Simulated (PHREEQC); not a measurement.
0.67 g of hydrous ferric oxide (600 m²/g; 0.2 weak and 0.005 strong sites per Fe, Dzombak-Morel constants, diffuse double layer) in 1 kg of water with 0.3 mol/kgw of an inert sodium salt and 0.0015 mol/kgw NaH2PO4, at 25 °C; the pH is set by adding NaOH or the inert anion's acid. O2 is buffered at 0.21 atm. CO2 from the air is kept out. No solid was allowed to form.

Base run: PHREEQC, ion-association model, wateq4f.dat. Each further column changes one thing. The table gives P sorbed (%).

```tsv
pH	base	background salt from 0.3 to 0.03 mol/kgw	oxide from 0.67 to 3.4 g/kgw	0.0018 mol/kgw NaF added
3	90.5	94.3	100.0	90.2
3.67	90.4	93.7	100.0	90.0
4.33	89.4	91.7	100.0	89.0
5.67	82.4	82.6	100.0	82.2
6.33	75.9	75.3	100.0	75.8
7	67.0	65.7	100.0	66.9
7.67	56.3	54.7	99.6	56.2
8.33	42.3	41.3	96.7	42.3
9.67	13.5	10.7	50.8	13.5
10.33	4.1	2.6	18.2	4.1
11	0.6	0.3	3.1	0.6
```

H3PO4, which wateq4f.dat lacks, is added to it with the constant of phreeqc.dat. The oxide is taken as insoluble; below pH 4 it would dissolve.
